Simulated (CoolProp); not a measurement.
Vapour-liquid equilibrium of n-butane (1) + cis-2-butene (2) at 41.55 °C; x and y are mole fractions of (1).

Computed with CoolProp (multi-fluid Helmholtz-energy mixture model, Bücker 2006 and Lemmon 2005; pair parameters Bell 2016).

```json
[
 {"x": "0.05", "bubble pressure (kPa)": "356.8", "y at the bubble point": "0.059", "dew pressure at overall composition x (kPa)": "356.3", "liquid density (mol/L)": "10.55"},
 {"x": "0.15", "bubble pressure (kPa)": "363.7", "y at the bubble point": "0.170", "dew pressure at overall composition x (kPa)": "362.5", "liquid density (mol/L)": "10.42"},
 {"x": "0.25", "bubble pressure (kPa)": "369.5", "y at the bubble point": "0.275", "dew pressure at overall composition x (kPa)": "368.2", "liquid density (mol/L)": "10.30"},
 {"x": "0.35", "bubble pressure (kPa)": "374.6", "y at the bubble point": "0.376", "dew pressure at overall composition x (kPa)": "373.3", "liquid density (mol/L)": "10.19"},
 {"x": "0.45", "bubble pressure (kPa)": "378.9", "y at the bubble point": "0.474", "dew pressure at overall composition x (kPa)": "377.9", "liquid density (mol/L)": "10.08"},
 {"x": "0.55", "bubble pressure (kPa)": "382.7", "y at the bubble point": "0.571", "dew pressure at overall composition x (kPa)": "382.0", "liquid density (mol/L)": "9.970"},
 {"x": "0.65", "bubble pressure (kPa)": "386.1", "y at the bubble point": "0.667", "dew pressure at overall composition x (kPa)": "385.5", "liquid density (mol/L)": "9.864"},
 {"x": "0.75", "bubble pressure (kPa)": "389.0", "y at the bubble point": "0.762", "dew pressure at overall composition x (kPa)": "388.6", "liquid density (mol/L)": "9.762"},
 {"x": "0.85", "bubble pressure (kPa)": "391.6", "y at the bubble point": "0.857", "dew pressure at overall composition x (kPa)": "391.4", "liquid density (mol/L)": "9.661"},
 {"x": "0.95", "bubble pressure (kPa)": "394.0", "y at the bubble point": "0.952", "dew pressure at overall composition x (kPa)": "393.9", "liquid density (mol/L)": "9.563"}
]
```

No azeotrope shows between x = 0.05 and 0.95.

Pair parameters are fitted to limited data, so mixtures are less certain than the pure fluids.
